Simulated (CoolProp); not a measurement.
Model: reference Helmholtz-energy equation of state, Schmidt 1985, in CoolProp.

**Question.** Give the vapour pressure (MPa), enthalpy of vaporisation (kJ/kg), liquid cp (kJ/(kg K)), liquid viscosity (µPa s) of saturated oxygen at -177.05 °C.

**Answer.** 
```json
[
 {"T (°C)": "-177.05", "p (MPa)": "0.181", "enthalpy of vaporisation (kJ/kg)": "207", "liquid cp (kJ/(kg K))": "1.72", "liquid viscosity (µPa s)": "168"}
]
```

Viscosity comes from a separate model (Lemmon 2004).
